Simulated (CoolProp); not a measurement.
Aqueous propylene glycol as a coolant, 14 % by mass, freezing at -4.4 °C, 1 atm.

Values from CoolProp's Melinder's fits for secondary coolants.

```json
[
 {"T (°C)": "-1.5", "conductivity (W/(m K))": "?", "cp (kJ/(kg K))": "4.007", "density (kg/m³)": "1014", "viscosity (mPa s)": "3.47"},
 {"T (°C)": "4.7", "conductivity (W/(m K))": "0.504", "cp (kJ/(kg K))": "4.015", "density (kg/m³)": "1013", "viscosity (mPa s)": "2.73"},
 {"T (°C)": "10.9", "conductivity (W/(m K))": "0.512", "cp (kJ/(kg K))": "?", "density (kg/m³)": "1012", "viscosity (mPa s)": "2.19"},
 {"T (°C)": "17.1", "conductivity (W/(m K))": "?", "cp (kJ/(kg K))": "4.033", "density (kg/m³)": "1010", "viscosity (mPa s)": "?"},
 {"T (°C)": "23.3", "conductivity (W/(m K))": "0.527", "cp (kJ/(kg K))": "4.043", "density (kg/m³)": "?", "viscosity (mPa s)": "1.49"},
 {"T (°C)": "29.5", "conductivity (W/(m K))": "0.534", "cp (kJ/(kg K))": "4.053", "density (kg/m³)": "1006", "viscosity (mPa s)": "1.27"},
 {"T (°C)": "35.7", "conductivity (W/(m K))": "0.541", "cp (kJ/(kg K))": "?", "density (kg/m³)": "1004", "viscosity (mPa s)": "1.09"}
]
```

Q: Some entries are withheld; supply them.

A: 
- -1.5, conductivity (W/(m K)): 0.496
- 10.9, cp (kJ/(kg K)): 4.024
- 17.1, conductivity (W/(m K)): 0.519
- 17.1, viscosity (mPa s): 1.79
- 23.3, density (kg/m³): 1009
- 35.7, cp (kJ/(kg K)): 4.063
